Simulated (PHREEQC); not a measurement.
PHREEQC input (ion-association model, phreeqc.dat):

```
SOLUTION_SPECIES
  CO3-2 + 10 H+ + 8 e- = CH4 + 3 H2O  # shut off: no methane
    -log_k -100
    -delta_h 0
    -analytic -100
SOLUTION 1
  temp 25
  units mol/kgw
  pH 7 charge
END
SELECTED_OUTPUT 1
  -reset false
  -pH true
  -pe true
  -ionic_strength true
  -water true
  -totals C C(-4) C(4) Hdg
  -molalities H+ CO3-2 OH- HCO3- CO2 (CO2)2
USER_PUNCH 1
  -headings p_CO2(g) phi_CO2(g) p_Hdg(g) phi_Hdg(g) p_H2O(g) phi_H2O(g) density
  10 PUNCH PR_P("CO2(g)"), PR_PHI("CO2(g)"), PR_P("Hdg(g)"), PR_PHI("Hdg(g)"), PR_P("H2O(g)"), PR_PHI("H2O(g)"), RHO
PRINT
  -reset false
USE solution 1
REACTION_TEMPERATURE 1
  100
GAS_PHASE 1
  -fixed_pressure
  -pressure 2
  -temperature 100
  -volume 20
  CO2(g) 0.48
  Hdg(g) 1.52
  H2O(g) 0
END
# ... the last block is repeated for the other 12 points of P (atm)
```

Selected output (columns that matter, 13 of 13 rows; P (atm) added in front):

```
P (atm)	pH	mu	C	Hdg	m_H+	m_OH-	m_CO2	p_CO2(g)	phi_CO2(g)	p_Hdg(g)	phi_Hdg(g)	p_H2O(g)	phi_H2O(g)	density
2	4.5155	3.0747e-05	0.0025146	0.0006035	3.0747e-05	1.9089e-08	0.0024827	0.23779	0.99657	0.75848	1.0044	1.0037	0.98544	0.9584
5	4.2169	6.1332e-05	0.009872	0.0024073	6.1332e-05	9.6507e-09	0.0097929	0.94756	0.99022	3.0354	1.004	1.0171	0.97415	0.95855
10	4.0431	9.1723e-05	0.021872	0.005401	9.1723e-05	6.5076e-09	0.021692	2.1302	0.9819	6.8324	1.0054	1.0374	0.95779	0.9588
20	3.8848	0.00013238	0.045001	0.011339	0.00013238	4.5666e-09	0.044501	4.4962	0.96653	14.426	1.0091	1.0779	0.92694	0.95928
30	3.7968	0.00016237	0.067032	0.017212	0.00016237	3.7638e-09	0.06606	6.8631	0.95193	22.017	1.013	1.1194	0.89767	0.95976
40	3.7362	0.00018692	0.088022	0.023022	0.00018692	3.3028e-09	0.086448	9.231	0.93796	29.607	1.0171	1.1618	0.86979	0.96024
50	3.6903	0.00020797	0.10802	0.02877	0.00020797	2.9972e-09	0.10574	11.6	0.92457	37.195	1.0212	1.2053	0.8432	0.96071
75	3.6094	0.00025096	0.15399	0.042872	0.00025096	2.5419e-09	0.14959	17.525	0.89344	56.157	1.0317	1.3183	0.78197	0.96185
100	3.5544	0.00028522	0.19477	0.056609	0.00028522	2.2872e-09	0.18793	23.454	0.86543	75.108	1.0425	1.4374	0.72752	0.96295
150	3.4805	0.00033871	0.26331	0.083035	0.00033871	2.0122e-09	0.25125	35.322	0.81772	112.98	1.0649	1.6926	0.63586	0.96508
200	3.4308	0.0003803	0.318	0.10814	0.0003803	1.8717e-09	0.30082	47.199	0.77953	150.83	1.0882	1.9681	0.56288	0.96711
300	3.3636	0.00044466	0.39849	0.15468	0.00044466	1.7465e-09	0.37231	70.967	0.72548	226.47	1.1373	2.5675	0.45717	0.97096
400	3.3168	0.00049589	0.45423	0.19673	0.00049589	1.7103e-09	0.42086	94.745	0.69349	302.04	1.1895	3.2123	0.38716	0.97463
```

Species that the database lacks are ignored. Away from 25 °C the constants follow the database's enthalpies or fits; those with neither stay at their 25 °C values.
